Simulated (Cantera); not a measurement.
Input: 1 mol Si3N4, 0.018 mol Si, 0.3 mol H2, 0.0045 mol C, at 13.3 mbar.

These are equilibrium values from Cantera (NASA tables, ideal gas, pure condensed phases), not measurements of a reactor. Candidate condensed phases: C, C6H6, C7H8, C8H18, Si, SiC, Si3N4; 105 gas species. Gases not in the tables: Si2H6 and higher silanes. Equilibrium is a limit: real reactors are often held back by kinetics, nucleation or transport.

Question: Which condensed phases are stable at each of these points (T (°C)): 1925, 2000, 2075, 2150, 2225, 2300, 2375, 2450, 2525, 2600, 2675, 2750?

Answer: 
| T (°C) | condensed phases | Si condensed (%) |
|---|---|---|
| 1925 | Si(l) | 97.4 |
| 2000 | Si(l) | 94.8 |
| 2075 | Si(l) | 89.5 |
| 2150 | Si(l) | 78.4 |
| 2225 | Si(l) | 51.5 |
| 2300 | gas only | 0.0 |
| 2375 | gas only | 0.0 |
| 2450 | gas only | 0.0 |
| 2525 | gas only | 0.0 |
| 2600 | gas only | 0.0 |
| 2675 | gas only | 0.0 |
| 2750 | gas only | 0.0 |

From 1925 °C to 2225 °C the condensed part is Si(l). From 2300 °C to 2750 °C nothing is condensed.
